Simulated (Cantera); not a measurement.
What does this Cantera script print?

```python
import numpy as np
import cantera as ct

gas = ct.Solution("gri30.yaml")
gas.TPX = 1325, 250000, {'CO': 1, 'H2': 0.12, 'O2': 0.596, 'N2': 2.24}
reactor = ct.IdealGasReactor(gas, energy="on", clone=False)
net = ct.ReactorNet([reactor])
net.rtol, net.atol = 1e-08, 1e-16
show = ['CO', 'H2', 'O2', 'OH', 'HO2', 'NO']
times = np.geomspace(7e-06, 0.3, 14)

steps = ct.SolutionArray(gas, extra=["t"])
rows = []
print(f"{'t/s':>10s}{'T/K':>9s}{'P/Pa':>11s}" + "".join(f"{s:>11s}" for s in show))
for t in times:
    while net.time < t:
        t_next = net.step()
        steps.append(gas.state, t=t_next)
    rows.append([np.interp(t, steps.t, y) for y in (steps.T, steps.P, *steps(*show).X.T)])
    print(f"{t:10.3e}{rows[-1][0]:9.1f}{rows[-1][1]:11.4g}" + "".join(f"{x:11.3e}" for x in rows[-1][2:]))
rate = np.gradient(steps.T, steps.t)
print("integrator steps:", len(steps.t))
if steps.T.max() > steps.T[0] + 200:
    print(f"time of steepest temperature rise: {steps.t[rate.argmax()]:.4e} s")
gas.TPX = 1325, 250000, {'CO': 1, 'H2': 0.12, 'O2': 0.596, 'N2': 2.24}
gas.equilibrate("UV")
print(f"equilibrium (UV): T = {gas.T:.1f} K  " + "  ".join(f"{s} {gas[s].X[0]:.3e}" for s in show))
```

Output:

```
       t/s      T/K       P/Pa         CO         H2         O2         OH        HO2         NO
 7.000e-06   1325.0    2.5e+05  2.528e-01  3.033e-02  1.507e-01  7.992e-07  8.163e-07  1.090e-14
 1.590e-05   1330.6   2.51e+05  2.521e-01  2.907e-02  1.495e-01  2.484e-04  8.762e-05  8.311e-10
 3.612e-05   2268.8  4.076e+05  1.400e-01  3.148e-03  6.690e-02  1.049e-02  1.743e-05  8.824e-05
 8.204e-05   2860.8  4.947e+05  1.033e-01  1.987e-03  5.405e-02  1.124e-02  8.633e-06  1.808e-03
 1.864e-04   2934.0  5.045e+05  9.614e-02  1.819e-03  4.868e-02  1.065e-02  9.352e-06  7.507e-03
 4.233e-04   2925.1  5.026e+05  9.587e-02  1.831e-03  4.561e-02  1.030e-02  8.789e-06  1.414e-02
 9.615e-04   2920.7  5.017e+05  9.578e-02  1.837e-03  4.418e-02  1.013e-02  8.524e-06  1.724e-02
 2.184e-03   2920.3  5.017e+05  9.577e-02  1.838e-03  4.405e-02  1.012e-02  8.499e-06  1.752e-02
 4.961e-03   2920.3  5.017e+05  9.577e-02  1.838e-03  4.405e-02  1.012e-02  8.499e-06  1.752e-02
 1.127e-02   2920.3  5.017e+05  9.577e-02  1.838e-03  4.405e-02  1.012e-02  8.499e-06  1.752e-02
 2.560e-02   2920.3  5.017e+05  9.577e-02  1.838e-03  4.405e-02  1.012e-02  8.499e-06  1.752e-02
 5.814e-02   2920.3  5.017e+05  9.577e-02  1.838e-03  4.405e-02  1.012e-02  8.499e-06  1.752e-02
 1.321e-01   2920.3  5.017e+05  9.577e-02  1.838e-03  4.405e-02  1.012e-02  8.499e-06  1.752e-02
 3.000e-01   2920.3  5.017e+05  9.577e-02  1.838e-03  4.405e-02  1.012e-02  8.499e-06  1.752e-02
integrator steps: 1274
time of steepest temperature rise: 2.3095e-05 s
equilibrium (UV): T = 2920.3 K  CO 9.577e-02  H2 1.838e-03  O2 4.405e-02  OH 1.012e-02  HO2 8.499e-06  NO 1.752e-02
```

Computed with Cantera and GRI-Mech 3.0 (53 species, 325 reactions). The hydrogen kinetics of GRI-Mech 3.0 are dated; newer H2 mechanisms differ, most at raised pressure.
